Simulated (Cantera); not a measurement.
## Thermodynamics of fluorocarbon and chlorocarbon gases, feed CH2F2 + HCl + H2

A closed system holds: 1 mol CH2F2, 0.6 mol HCl, 1.9 mol H2, at 0.760 bar.

Cantera equilibrium calculation (NASA polynomials, part measured and part estimated; ideal gas, pure solids and liquids). Candidate condensed phases: C, C6H6, C7H8, C8H18; 118 gas species. Rates play no part.

From 2000 K to 2450 K the condensed part is C(graphite). The main C-bearing gas is C2H2 (acetylene) throughout. The share of C in condensed phases is highest at 2000 K (99.7 %) and lowest at 2450 K (96.7 %).

```csv
T (K),log p HF,log p H2,log p HCl,log p H,n C(graphite)
2000,-0.47,-0.49,-1.00,-3.04,0.997
2050,-0.47,-0.50,-1.00,-2.89,0.996
2100,-0.47,-0.50,-1.00,-2.75,0.994
2150,-0.47,-0.50,-1.00,-2.62,0.992
2200,-0.47,-0.50,-1.00,-2.50,0.990
2250,-0.47,-0.50,-1.00,-2.38,0.987
2300,-0.47,-0.50,-1.00,-2.26,0.983
2350,-0.47,-0.50,-1.00,-2.16,0.979
2400,-0.47,-0.50,-1.01,-2.05,0.974
2450,-0.48,-0.51,-1.01,-1.95,0.967
```
log p: log10 of the partial pressure in bar; n: condensed amount in mol.
